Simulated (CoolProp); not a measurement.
Model: reference Helmholtz-energy equation of state, Smukala 2000, in CoolProp.

Task: Give the vapour pressure (MPa), liquid density (kg/m³), enthalpy of vaporisation (kJ/kg), liquid cp (kJ/(kg K)) of saturated ethylene at 222.7 K.

Result: 
| T (K) | p (MPa) | liquid density (kg/m³) | enthalpy of vaporisation (kJ/kg) | liquid cp (kJ/(kg K)) |
|---|---|---|---|---|
| 222.7 | 1.05 | 482 | 385 | 2.73 |
